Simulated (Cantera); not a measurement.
What does this Cantera script print?

```python
import numpy as np
import cantera as ct

gas = ct.Solution("gri30.yaml")
gas.TPX = 1773, 1333, {'C2H6': 1, 'N2': 7.7, 'H2O': 0.047}
inlet = ct.Reservoir(gas, clone=True)

reactor = ct.IdealGasConstPressureReactor(gas, energy="off", clone=False)
exhaust = ct.Reservoir(gas, clone=True)
tau = [13, 4, 1.3, 0.41, 0.13, 0.041, 0.013, 0.0042, 0.0013, 0.00042][0]
for a, b in ((inlet, reactor), (reactor, exhaust)):
    ct.MassFlowController(a, b, mdot=lambda t: reactor.mass / tau)
net = ct.ReactorNet([reactor])
show = ['C2H6', 'HCN', 'C2H4', 'CH4', 'CH3', 'H']

rows = []
print(f"{'tau/s':>10s}{'T/K':>9s}" + "".join(f"{s:>11s}" for s in show))
for tau in [13, 4, 1.3, 0.41, 0.13, 0.041, 0.013, 0.0042, 0.0013, 0.00042]:
    net.initial_time = 0.0
    net.advance(30 * tau)
    before = gas.X
    net.advance(40 * tau)
    drift = np.max(np.abs(gas.X - before) / (gas.X + 1e-9))
    rows.append([gas.T, *gas[show].X, drift])
    print(f"{tau:10.3e}{gas.T:9.1f}" + "".join(f"{x:11.3e}" for x in gas[show].X))
```

It prints:

```
     tau/s      T/K       C2H6        HCN       C2H4        CH4        CH3          H
 1.300e+01   1773.0  2.086e-06  4.982e-04  1.995e-05  2.118e-03  2.614e-04  1.146e-03
 4.000e+00   1773.0  6.655e-06  2.858e-04  4.861e-05  3.614e-03  4.682e-04  1.183e-03
 1.300e+00   1773.0  2.002e-05  1.677e-04  1.287e-04  5.898e-03  8.152e-04  1.229e-03
 4.100e-01   1773.0  6.159e-05  9.655e-05  3.622e-04  9.509e-03  1.441e-03  1.293e-03
 1.300e-01   1773.0  1.869e-04  5.522e-05  1.002e-03  1.478e-02  2.543e-03  1.378e-03
 4.100e-02   1773.0  5.642e-04  3.118e-05  2.673e-03  2.179e-02  4.488e-03  1.485e-03
 1.300e-02   1773.0  1.679e-03  1.746e-05  6.630e-03  2.948e-02  7.827e-03  1.601e-03
 4.200e-03   1773.0  4.871e-03  9.754e-06  1.453e-02  3.465e-02  1.328e-02  1.682e-03
 1.300e-03   1773.0  1.443e-02  5.131e-06  2.635e-02  3.181e-02  2.188e-02  1.635e-03
 4.200e-04   1773.0  3.773e-02  2.355e-06  2.982e-02  1.869e-02  2.991e-02  1.329e-03
```

Computed with Cantera and GRI-Mech 3.0 (53 species, 325 reactions). GRI-Mech 3.0 stops at C3 and has no aromatics, soot or wall deposition, so with more carbon than oxygen in the feed, carbon stays in small species such as C2H2 where larger ones or solid carbon would form. Radical loss at walls, strong at low pressure, is not modelled.
